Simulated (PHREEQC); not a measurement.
Consider water at 25 °C with 4.9 mmol/kgw H2SO4, 84 mmol/kgw AlCl3 and 0.036 mmol/kgw KCl. It is in equilibrium with CO2 at log p = -3.5 (atm). Otherwise closed; pH follows from the charge balance.

Computed with PHREEQC (ion-association model, phreeqc.dat).

```csv
quantity,before,after
pH,2.13,3.87
Al(OH)2+ (mol/kgw),1.44e-8,1.95e-6
HCO3- (mol/kgw),9.25e-10,3.85e-8
SI of Gibbsite (Al(OH)3),-3.88,+0.13
SI of Sylvite (KCl),-6.32,-10.01
```

Q: Name the change that produced these shifts.
(A) diluted 100-fold with water
(B) 0.0019 mol/kgw TMAH added
(C) KCl from 3.6e-05 to 5.4e-05 mol/kgw
(D) KCl from 3.6e-05 to 7.2e-05 mol/kgw
(E) H2SO4 left out

A: A, diluted 100-fold with water

This is a speciation only: nothing precipitates in the calculation. Some of these states are supersaturated (in Gibbsite (slow to form), for instance).
